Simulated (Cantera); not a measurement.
A freely propagating, adiabatic, planar premixed flame of CH4 : O2 : N2 : H2O = 1 : 1.82 : 6.84 : 0.33 (molar parts), unburnt at 700 K and 1.50 bar; multicomponent+Soret transport, grid criteria slope 0.08 and curve 0.16, no radiation.

Computed with Cantera and GRI-Mech 3.0 (53 species, 325 reactions). Burning velocities carry a grid error of a few per cent, more on coarse grids.

x: mole fraction of selected species; z is measured from the peak of heat release.

```
z (mm)   T (K)  u (m/s)     x CH4     x O2   x H2O       x H      x H2      x CO
-------  -----  -------  --------  -------  ------  --------  --------  --------
-0.714     700     1.44    0.1000    0.182  0.0330     <1e-8  0.000959   3.16e-6
-0.476     702     1.44    0.0996    0.182  0.0333     <1e-8         …         …
-0.357     710     1.46    0.0984    0.181  0.0343     <1e-8   0.00495  0.000230
-0.238     767     1.59    0.0932    0.177  0.0407   1.13e-6   0.00953   0.00180
-0.119    1129     2.37    0.0666    0.145  0.0788  0.000105    0.0193    0.0154
-0.0595      …     3.24         …        …       …         …         …         …
0         1890     4.07   0.00867   0.0550   0.165   0.00371    0.0287    0.0541
0.0595    2048     4.42  0.000677   0.0269   0.186   0.00734    0.0246    0.0551
0.119     2094     4.50   2.82e-5   0.0171   0.190   0.00888    0.0219    0.0474
0.238     2141     4.58   5.45e-8   0.0122   0.192   0.00876    0.0211    0.0389
0.476     2200     4.68     <1e-8  0.00970   0.195   0.00712    0.0203    0.0349
0.953     2267     4.81     <1e-8  0.00731   0.200   0.00502    0.0185    0.0327
1.91      2327     4.91     <1e-8  0.00507   0.205   0.00333    0.0165    0.0305
```

Question: Fill in the missing entries.

Answer: 
- -0.476, x H2: 0.00272
- -0.476, x CO: 4.19e-5
- -0.0595, T (K): 1520
- -0.0595, x CH4: 0.0365
- -0.0595, x O2: 0.104
- -0.0595, x H2O: 0.122
- -0.0595, x H: 0.000802
- -0.0595, x H2: 0.0261
- -0.0595, x CO: 0.0345
